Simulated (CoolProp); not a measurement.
Vapour-liquid equilibrium of R125 (1) + propylene (2) at 0.185 MPa; x and y are mole fractions of (1).

Values from CoolProp's multi-fluid Helmholtz-energy mixture model, Lemmon 2005 and Lemmon 2013; pair parameters Bell 2016.

```csv
x,bubble temperature (°C),y at the bubble point,dew temperature at overall composition x (°C),liquid density (mol/L)
0.05,-35.9,0.132,-34.4,13.99
0.125,-38.3,0.259,-35.8,13.85
0.2,-39.7,0.340,-37.2,13.69
0.275,-40.5,0.396,-38.6,13.53
0.35,-41.0,0.439,-39.8,13.36
0.425,-41.2,0.474,-40.8,[?]
0.5,-41.3,0.507,-41.3,13.07
0.575,-41.2,0.540,-41.1,12.93
0.65,-41.0,0.577,-40.3,12.80
0.725,-40.6,[?],-39.3,12.68
0.8,-39.9,0.681,-38.2,[?]
0.875,-38.7,0.763,-37.0,[?]
0.95,-36.8,0.884,-35.8,12.31
```

Complete the blanks.


- 0.425, liquid density (mol/L): 13.21
- 0.725, y at the bubble point: 0.622
- 0.8, liquid density (mol/L): 12.56
- 0.875, liquid density (mol/L): 12.44

y crosses x between x = 0.5 and 0.575: the model has an azeotrope there.

The pair parameters rest on a limited set of measurements; away from them the model extrapolates.
